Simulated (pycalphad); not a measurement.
## Effect of Mg content in Si-Mg

CALPHAD calculation (pycalphad, COST 507 light-alloy database (1999)), 1 atm. The database dates from 1999; later assessments differ in places, in temperatures and in the compounds included. Phase fractions are per mole of atoms.

```json
[
 {"alloy": "Si-40.23Mg (wt.%)", "liquidus (°C)": "989", "first solid": "diamond (Si)", "solidus (°C)": "944", "phases at 452 °C": "MG2SI 0.66, diamond (Si) 0.34"},
 {"alloy": "Si-62.29Mg (wt.%)", "liquidus (°C)": "1076", "first solid": "MG2SI", "solidus (°C)": "944", "phases at 452 °C": "MG2SI 0.98, diamond (Si) 0.02"},
 {"alloy": "Si-85.83Mg (wt.%)", "liquidus (°C)": "929", "first solid": "MG2SI", "solidus (°C)": "639", "phases at 452 °C": "hcp 0.63, MG2SI 0.37"}
]
```

Database names, with the compositions (at.%) that they take in these runs: MG2SI: Mg 67 Si 33.
